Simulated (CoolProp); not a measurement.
Vapour-liquid equilibrium of propane (1) + R236EA (2) at 3.08 bar; x and y are mole fractions of (1).

Computed with CoolProp (multi-fluid Helmholtz-energy mixture model, Lemmon 2009 and Rui 2013; pair parameters Bell 2016).

```csv
x,"bubble temperature, mixture model (K)","bubble temperature, Raoult's law (K)","y, mixture model","y, Raoult's law"
0.05,295.5,305.5,0.398,0.185
0.125,280.0,299.1,0.677,0.396
0.2,271.5,293.4,0.783,0.547
0.275,267.1,288.5,0.828,0.659
0.35,264.8,284.0,0.849,0.742
0.425,263.7,280.1,0.860,0.805
0.5,263.0,276.5,0.867,0.853
0.575,262.6,273.3,0.872,0.891
0.65,262.2,270.4,0.878,0.921
0.725,261.7,267.8,0.886,0.945
0.8,261.1,265.4,0.900,0.964
0.875,260.5,263.1,0.923,0.980
0.95,259.9,261.0,0.961,0.993
```

The largest gap from Raoult's law is -21.9 K in bubble temperature, at x = 0.2. No azeotrope shows between x = 0.05 and 0.95.

The pair parameters rest on a limited set of measurements; away from them the model extrapolates. With so large a gap from Raoult's law the liquid may split in two, which this calculation doesn't test in full.
